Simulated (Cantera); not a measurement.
A closed system holds: 1 mol BN, 0.92 mol NF₃, 3.5 mol N₂, equilibrated at 1350 °C and 13.3 mbar.

Cantera equilibrium calculation (NASA polynomials, part measured and part estimated; ideal gas, pure solids and liquids). Candidate condensed phases: B, BN; 13 gas species. The tables' values for BF₂ are old estimates; treat these amounts as uncertain. Rates play no part.

Base state: N₂ 0.826, BF₃ 0.167, BF₂ 0.00627, BF 0.000423 (mole fractions); condensed: BN(s).

What changes in the equilibrium state with this change: NF₃ from 0.92 to 8.5 mol?


```tsv
species	before	after
F	2.33e-9	0.708
N₂	0.826	0.260
BF₃	0.167	0.0315
BF₂	0.00627	<1e-9
BF	0.000423	<1e-9
F₂	<1e-9	0.000325
BN(s), mol	0.0673	0
```
